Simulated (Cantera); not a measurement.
An adiabatic, constant-pressure homogeneous reactor starts with 10.9 % CO, 5.33 % H2, 0.685 % CH4, 11.7 % O2, 71.4 % N2, equivalence ratio 0.81, at 1350 K and 6.70 bar.

Model: GRI-Mech 3.0 (53 species, 325 reactions), integrated in Cantera.

Q: Predict: time of steepest temperature rise; temperature at 0.100 s; equilibrium temperature; x(CO) at 0.100 s; x(H2) at 0.100 s; x(OH) at 0.100 s; x(HO2) at 0.100 s.

A: 
```json
{
 "time_of_steepest_temperature_rise": "11.8 µs",
 "temperature at 0.100 s": "2547 K",
 "equilibrium_temperature": "2547 K",
 "x(CO) at 0.100 s": "0.0128 (gas-phase equilibrium 0.0128)",
 "x(H2) at 0.100 s": "0.00123 (gas-phase equilibrium 0.00123)",
 "x(OH) at 0.100 s": "0.00507 (gas-phase equilibrium 0.00507)",
 "x(HO2) at 0.100 s": "4.40e-6 (gas-phase equilibrium 4.40e-6)"
}
```
